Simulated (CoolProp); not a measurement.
Chloromethane (R40) along the isotherm 427.8 K: fugacity coefficient from the reference equation and from simpler models built on Tc = 418.6 K, pc = 69.29 bar, ω = 0.150; each cubic takes its own stable root.

Computed with CoolProp (reference Helmholtz-energy equation of state, Thol 2014).

```csv
p (bar),phase,reference
15.7,gas,0.9237
31.5,gas,0.8494
47.2,gas,0.7772
63,gas,0.7050
78.7,supercritical,0.6290
94.5,supercritical,0.5502
110,supercritical,0.4918
126,supercritical,0.4461
142,supercritical,0.4107
157,supercritical,0.3841
173,supercritical,0.3609
```

Q: How far does each simpler model (van der Waals, Redlich-Kwong) lie from the reference over these 11 states: mean and median of the absolute difference, and the worst?

A: 
- van der Waals: mean 7.8 %, median 7.3 %, worst +14.8 % at 427.8 K and 173 bar
- Redlich-Kwong: mean 3.3 %, median 3.2 %, worst +6.0 % at 427.8 K and 173 bar
